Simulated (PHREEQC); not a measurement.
1 kg of water meets 20 L of dry gas (H2 1 by moles) at fixed total pressure, at 100 °C; fugacities by Peng-Robinson. The gases take part in no redox reaction, some water evaporates into the gas, and hydrates or a liquid gas phase aren't modelled. Nothing may precipitate in this run.

Equilibrium calculation in PHREEQC: ion-association model, phreeqc.dat.

| P (atm) | dissolved H2 (mol/kgw) | φ of H2 |
|---|---|---|
| 2 | 0.000793 | 1.004 |
| 10 | 0.00708 | 1.004 |
| 20 | 0.0148 | 1.006 |
| 30 | 0.0225 | 1.009 |
| 50 | 0.0375 | 1.015 |
| 100 | 0.0735 | 1.030 |
| 150 | 0.107 | 1.048 |
| 200 | 0.139 | 1.066 |
| 400 | 0.250 | 1.150 |

Species that the database lacks are ignored. Away from 25 °C the constants follow the database's enthalpies or fits; those with neither stay at their 25 °C values.
